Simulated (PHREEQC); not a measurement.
Dissolve 0.26 mol/kgw HF, 8.8e-05 mol/kgw (NH4)2SiF6, 0.018 mol/kgw H3BO3 and 0.0017 mol/kgw H2SO4 at 55 °C. Closed to the air; pH follows from the charge balance.

All values are PHREEQC results (ion-association model, wateq4f.dat), not measurements.

This is a speciation only: nothing precipitates in the calculation.

Question: Order these F species by the share of F that they hold, largest first: HF, H2F2, BF4-, F-, HF2-.

Answer: HF (56 %), BF4- (28 %), H2F2 (14 %), HF2- (1.5 %), F- (1.1 %)

The pH is 1.66 and the ionic strength 0.0258 mol/kgw. wateq4f.dat counts part of the HF as a dimer, H2F2, which phreeqc.dat doesn't know; its constant is uncertain. Constants without temperature data keep their 25 °C values here. SiF6-2 is the database's only silicon fluoride. Real BF4- forms and hydrolyses slowly; the run takes it at equilibrium.
